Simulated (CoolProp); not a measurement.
Vapour-liquid equilibrium of carbon dioxide (1) + n-perfluorobutane (2) at 233.1 K; x and y are mole fractions of (1).

Model: multi-fluid Helmholtz-energy mixture model, Span 1996 and Gao 2022; pair parameters Bell 2016, in CoolProp.

| x | bubble pressure, mixture model (kPa) | bubble pressure, Raoult's law (kPa) | y, mixture model | y, Raoult's law |
|---|---|---|---|---|
| 0.05 | 92.81 | 65.37 | 0.830 | 0.767 |
| 0.2 | 355.8 | 213.4 | 0.958 | 0.940 |
| 0.35 | 562.0 | 361.4 | 0.975 | 0.971 |
| 0.5 | 676.9 | 509.3 | 0.981 | 0.984 |
| 0.65 | 747.2 | 657.3 | 0.984 | 0.991 |
| 0.8 | 826.9 | 805.3 | 0.988 | 0.996 |
| 0.95 | 950.3 | 953.3 | 0.996 | 0.999 |

The largest gap from Raoult's law is +66.7 % in bubble pressure, at x = 0.2. No azeotrope shows between x = 0.05 and 0.95.

Pair parameters are fitted to limited data, so mixtures are less certain than the pure fluids. With so large a gap from Raoult's law the liquid may split in two, which this calculation doesn't test in full.
